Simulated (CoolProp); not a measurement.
A single-stage vapour-compression cycle with R245ca: evaporating at 279.15 K (dew point), condensing at 321.15 K (bubble point), superheat 0 K, subcooling 0 K, compressor efficiency 0.9, no pressure losses. Each further row changes one setting.

Values from CoolProp's reference Helmholtz-energy equation of state, Zhou 2016.

```json
[
 {"case": "as stated", "cooling COP": "[?]", "pressure ratio": "5.01", "discharge temperature (K)": "321.1", "refrigerating effect (kJ/kg)": "157", "volumetric capacity (kJ/m³)": "418"},
 {"case": "evaporating temperature 284.15 K", "cooling COP": "5.89", "pressure ratio": "[?]", "discharge temperature (K)": "321.1", "refrigerating effect (kJ/kg)": "161", "volumetric capacity (kJ/m³)": "528"},
 {"case": "condensing temperature 316.15 K", "cooling COP": "5.81", "pressure ratio": "[?]", "discharge temperature (K)": "316.2", "refrigerating effect (kJ/kg)": "164", "volumetric capacity (kJ/m³)": "437"},
 {"case": "subcooling 5 K", "cooling COP": "[?]", "pressure ratio": "5.01", "discharge temperature (K)": "321.1", "refrigerating effect (kJ/kg)": "164", "volumetric capacity (kJ/m³)": "437"},
 {"case": "superheat 10 K", "cooling COP": "5.05", "pressure ratio": "5.01", "discharge temperature (K)": "[?]", "refrigerating effect (kJ/kg)": "166", "volumetric capacity (kJ/m³)": "[?]"},
 {"case": "compressor efficiency 0.8", "cooling COP": "[?]", "pressure ratio": "5.01", "discharge temperature (K)": "322.6", "refrigerating effect (kJ/kg)": "157", "volumetric capacity (kJ/m³)": "418"}
]
```

Problem. Some entries are withheld; supply them.

Solution. 
- as stated, cooling COP: 4.98
- evaporating temperature 284.15 K, pressure ratio: 4.01
- condensing temperature 316.15 K, pressure ratio: 4.25
- subcooling 5 K, cooling COP: 5.20
- superheat 10 K, discharge temperature (K): 328.7
- superheat 10 K, volumetric capacity (kJ/m³): 425
- compressor efficiency 0.8, cooling COP: 4.43

The compression ends wet for: as stated; evaporating temperature 284.15 K; condensing temperature 316.15 K; subcooling 5 K.
